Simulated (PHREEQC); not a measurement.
Nickel, zinc or cadmium bath

Consider water at 80 °C with 0.17 mol/kgw ZnCl2, 0.046 mol/kgw KCl and 0.034 mol/kgw MnSO4. Closed to the air; pH follows from the charge balance.

Computed with PHREEQC (ion-association model, phreeqc.dat).

Each row changes one thing in this solution. Precipitation was switched off in this run.

| case | pH | ionic strength (mol/kgw) | Cl- (mol/kgw) | K+ (mol/kgw) | Mn+2 (mol/kgw) | SO4-2 (mol/kgw) | SI of Sylvite (KCl) |
|---|---|---|---|---|---|---|---|
| as made | 4.78 | 0.414 | 0.268 | 0.0443 | 0.0228 | 0.0141 | -3.46 |
| ZnCl2 left out | 5.80 | 0.116 | 0.0448 | 0.0426 | 0.0187 | 0.0164 | -4.12 |
| ZnCl2 from 0.17 to 0.017 mol/kgw | 5.20 | 0.152 | 0.0737 | 0.0432 | 0.0204 | 0.0152 | -3.93 |
| MnSO4 from 0.034 to 0.017 mol/kgw | 4.71 | 0.380 | 0.266 | 0.0450 | 0.0122 | 0.00745 | -3.45 |
| diluted 2-fold with water | 4.80 | 0.229 | 0.150 | 0.0224 | 0.0124 | 0.00736 | -3.94 |
| temperature from 80 to 30 °C | 4.95 | 0.527 | 0.335 | 0.0451 | 0.0235 | 0.0135 | -3.13 |
| KCl from 0.046 to 0.023 mol/kgw | 4.77 | 0.397 | 0.251 | 0.0221 | 0.0229 | 0.0140 | -3.78 |

Species that the database lacks are ignored. At this temperature some constants are extrapolated from 25 °C, and those without enthalpy data are left unchanged.
